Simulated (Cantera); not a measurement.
Gas mixture: 100 % C₂H₆, at 4.93 atm, frozen composition.

Cantera's kinetic-theory transport with the Lennard-Jones parameters of GRI-Mech 3.0, ideal gas; thermal conductivity in the multicomponent form. The composition is frozen, though it would react at the higher temperatures.

D: mixture-averaged diffusion coefficient of that species in the mixture.

| T (K) | ρ (kg/m³) | cp (J/kg/K) | μ (µPa s) | λ (mW/m/K) | Pr | D (cm²/s) NH₃ | D (cm²/s) N₂ | D (cm²/s) O |
|---|---|---|---|---|---|---|---|---|
| 400 | 4.52 | 2167 | 12.3 | 35.5 | 0.752 | ___ | 0.0507 | 0.0776 |
| 550 | 3.29 | 2784 | 16.2 | 60.1 | 0.753 | ___ | 0.0891 | 0.136 |
| 700 | 2.58 | 3308 | 19.7 | 86.6 | 0.753 | ___ | 0.135 | 0.205 |
| 850 | 2.13 | 3717 | 22.9 | 113 | 0.752 | ___ | 0.188 | 0.286 |
| 1000 | 1.81 | 4080 | 25.7 | 140 | 0.751 | ___ | 0.248 | 0.376 |
| 1150 | 1.57 | 4365 | 28.4 | 165 | 0.750 | ___ | 0.314 | 0.475 |
| 1300 | 1.39 | 4601 | 31.0 | 190 | 0.749 | ___ | 0.386 | 0.583 |

### Question
Complete the blanks.

### Answer

- 400, D (cm²/s) NH₃: 0.0520
- 550, D (cm²/s) NH₃: 0.0962
- 700, D (cm²/s) NH₃: 0.151
- 850, D (cm²/s) NH₃: 0.215
- 1000, D (cm²/s) NH₃: 0.288
- 1150, D (cm²/s) NH₃: 0.369
- 1300, D (cm²/s) NH₃: 0.457
